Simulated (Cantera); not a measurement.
A Cantera script and what it prints.

```python
import numpy as np
import cantera as ct

gas_names = [...]  # 109 gases of nasa_gas.yaml made of C, Cl, H, Si
cond_names = """
    C(gr) C6H6(L) C7H8(L) C8H18(L),n-octa Si(cr) Si(L) SiC(b)
""".split()


# ... load() reads the species with a 1 bar reference pressure and builds the phases ...
atoms = {
    '(CH3)2SiCl2': {'C': 2, 'H': 6, 'Si': 1, 'CL': 2},
    'C3H8': {'C': 3, 'H': 8},
    'H2': {'H': 2},
    'C2H4': {'C': 2, 'H': 4},
}
top_T = {'C(gr)': 4500, 'SiC(b)': 3050}  # K; cautious upper limits of use, not melting points


# ... equilibrate(T, P, feed) seeds the gas with the atoms and calls Mixture.equilibrate('TP', solver="vcs", rtol=1e-11, max_steps=5000) ...
results = []
feed = {'(CH3)2SiCl2': 1, 'C3H8': 0.03, 'H2': 1.5, 'C2H4': 0.028}  # mol
P = 13332.2  # Pa
for T in [1175, 1200, 1225, 1250, 1275, 1300, 1325, 1350, 1375, 1400, 1425, 1450]:
    mix = equilibrate(T, P, feed)
    results.append((T, P, feed, dict(zip(mix.species_names, mix.species_moles))))

top = {s: max(r[3][s] / sum(r[3][g] for g in gas_names) for r in results) for s in gas_names}
cols = sorted((s for s in top if top[s] > 1e-06), key=lambda s: -top[s])[:8]
seen = [c for c in cond_names if any(r[3].get(c, 0) > 1e-12 for r in results)]
print("log10 of partial pressures in bar; condensed amounts in mol")
print(f"{'T/K':>10s}" + "".join(f"{s[:9]:>10s}" for s in cols + seen))
for T, P, feed, n in results:
    ng = sum(n[g] for g in gas_names)
    print(f"{T:10.4g}" + "".join(f"{np.log10(max(n[s] / ng * P / 1e5, 1e-99)):10.3f}" for s in cols)
          + "".join(f"{n.get(c, 0):10.4g}" for c in seen))
```

It prints:

```
log10 of partial pressures in bar; condensed amounts in mol
       T/K        H2       HCL     SiCL4     SiCL2    SiHCL3     SiCL3       CH4   SiH2CL2     C(gr)    SiC(b)
      1175    -1.010    -1.512    -2.385    -4.496    -3.510    -3.935    -3.737    -5.528     1.327    0.8115
      1200    -1.016    -1.483    -2.450    -4.351    -3.548    -3.872    -3.834    -5.529     1.306    0.8341
      1225    -1.023    -1.458    -2.521    -4.216    -3.591    -3.817    -3.927    -5.535     1.286    0.8554
      1250    -1.028    -1.437    -2.599    -4.091    -3.639    -3.772    -4.016    -5.546     1.267     0.875
      1275    -1.034    -1.418    -2.683    -3.976    -3.692    -3.736    -4.101    -5.560      1.25    0.8925
      1300    -1.039    -1.403    -2.773    -3.870    -3.750    -3.708    -4.181    -5.578     1.235    0.9079
      1325    -1.043    -1.390    -2.869    -3.773    -3.813    -3.689    -4.258    -5.600     1.223    0.9209
      1350    -1.046    -1.380    -2.971    -3.684    -3.879    -3.676    -4.331    -5.624     1.212    0.9317
      1375    -1.049    -1.371    -3.076    -3.603    -3.949    -3.671    -4.401    -5.651     1.204    0.9402
      1400    -1.051    -1.365    -3.185    -3.528    -4.022    -3.671    -4.467    -5.681     1.198    0.9467
      1425    -1.053    -1.360    -3.296    -3.459    -4.096    -3.675    -4.530    -5.712     1.193    0.9515
      1450    -1.054    -1.357    -3.409    -3.395    -4.171    -3.683    -4.590    -5.744      1.19    0.9547
```

Cantera equilibrium calculation (NASA polynomials, part measured and part estimated; ideal gas, pure solids and liquids). The feed counts by its element totals alone. The tables' values for SiCl3 are old estimates; treat these amounts as uncertain.
